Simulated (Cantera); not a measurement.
Input: 1 mol Si, 3.8 mol HCl, 12 mol H2, at 1225 °C and 13300 Pa.

Cantera equilibrium calculation (NASA polynomials, part measured and part estimated; ideal gas, pure solids and liquids). The tables' values for SiCl3 are old estimates; treat these amounts as uncertain. Kinetics and transport are ignored.

| species | before | after |
|---|---|---|
| H2 | 0.828 | 0.830 |
| HCl | 0.113 | 0.112 |
| SiCl2 | 0.0494 | 0.0473 |
| SiCl4 | 0.00206 | 0.00278 |
| H | 4.28e-5 | 3.24e-5 |
| SiHCl3 | 0.00156 | 0.00195 |
| SiH2Cl2 | 0.000186 | 0.000216 |
| SiCl3 | 0.00565 | 0.00622 |
| Si(s), mol | 0.0756 | 0.0829 |
Gas species are given as mole fractions.

Task: Which change was made?
A) temperature from 1225 °C to 1102 °C
B) temperature from 1225 °C to 252 °C
C) temperature from 1225 °C to 1202 °C
D) Si replaced by SiCl4

Result: C, temperature from 1225 °C to 1202 °C
